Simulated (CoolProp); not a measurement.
Vapour-liquid equilibrium of ethane (1) + C3F8 (R218) (2) at -83.05 °C; x and y are mole fractions of (1).

Computed with CoolProp (multi-fluid Helmholtz-energy mixture model, Bücker 2006 and Lemmon 2006; pair parameters Bell 2016).

| x | bubble pressure, mixture model (kPa) | bubble pressure, Raoult's law (kPa) | y, mixture model | y, Raoult's law |
|---|---|---|---|---|
| 0.05 | 28.12 | 13.13 | 0.770 | 0.515 |
| 0.15 | 65.79 | 25.99 | 0.909 | 0.781 |
| 0.25 | 91.95 | 38.84 | 0.939 | 0.871 |
| 0.35 | 106.7 | 51.70 | 0.950 | 0.916 |
| 0.45 | 113.5 | 64.56 | 0.955 | 0.943 |
| 0.55 | 116.1 | 77.41 | 0.957 | 0.961 |
| 0.65 | 117.6 | 90.27 | 0.958 | 0.974 |
| 0.75 | 119.9 | 103.1 | 0.961 | 0.984 |
| 0.85 | 124.2 | 116.0 | 0.968 | 0.991 |
| 0.95 | 131.0 | 128.8 | 0.985 | 0.997 |

The largest gap from Raoult's law is +153.1 % in bubble pressure, at x = 0.15. No azeotrope shows between x = 0.05 and 0.95.

Pair parameters are fitted to limited data, so mixtures are less certain than the pure fluids. With so large a gap from Raoult's law the liquid may split in two, which this calculation doesn't test in full.
